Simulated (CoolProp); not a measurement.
1,2-dichloroethane along the isotherm 350.7 K: fugacity coefficient from the reference equation and from simpler models built on Tc = 561.6 K, pc = 5226 kPa, ω = 0.269; each cubic takes its own stable root.

Computed with CoolProp (reference Helmholtz-energy equation of state, Thol 2015).

| p (kPa) | phase | reference | van der Waals | Redlich-Kwong | Soave-Redlich-Kwong | Peng-Robinson |
|---|---|---|---|---|---|---|
| 1190 | liquid | 0.07087 | 0.4465 | 0.1347 | 0.07000 | 0.07063 |
| 2380 | liquid | 0.03668 | 0.2370 | 0.07017 | 0.03641 | 0.03657 |
| 3560 | liquid | 0.02537 | 0.1680 | 0.04884 | 0.02531 | 0.02531 |
| 4750 | liquid | 0.01968 | 0.1336 | 0.03812 | 0.01973 | 0.01964 |
| 5940 | liquid | 0.01629 | 0.1133 | 0.03174 | 0.01641 | 0.01626 |
| 7130 | liquid | 0.01405 | 0.1001 | 0.02753 | 0.01422 | 0.01403 |
| 8310 | liquid | 0.01247 | 0.09098 | 0.02459 | 0.01268 | 0.01246 |
| 9500 | liquid | 0.01129 | 0.08433 | 0.02239 | 0.01153 | 0.01128 |
| 10700 | liquid | 0.01037 | 0.07936 | 0.02069 | 0.01065 | 0.01037 |
| 11900 | liquid | 0.009655 | 0.07561 | 0.01937 | 0.009957 | 0.009654 |
| 13100 | liquid | 0.009077 | 0.07277 | 0.01832 | 0.009406 | 0.009080 |
